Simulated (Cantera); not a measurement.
A closed system holds: 1 mol CuO, 0.7 mol C, 2.6 mol N2, equilibrated at 8.30 bar.

Method: chemical equilibrium by Gibbs-energy minimisation in Cantera with the NASA 1993 tables (ideal gas, pure condensed phases). Candidate condensed phases: C, Cu, CuO, Cu2O; 27 gas species. Kinetics and transport are ignored. All values below are at 1952 °C.

Base state: N2 0.785, CO 0.121, CO2 0.0905, Cu 0.00337, NO 5.40e-5, Cu2 2.75e-5 (mole fractions); condensed: Cu(l).

What changes in the equilibrium state with this change: pressure from 8.30 bar to 1 atm?


| species | before | after |
|---|---|---|
| N2 | 0.785 | 0.766 |
| CO | 0.121 | 0.118 |
| CO2 | 0.0905 | 0.0881 |
| Cu | 0.00337 | 0.0276 |
| Cu2 | 2.75e-5 | 0.000225 |
| CuO | 1.58e-6 | 1.29e-5 |
| Cu(l), mol | 0.989 | 0.905 |
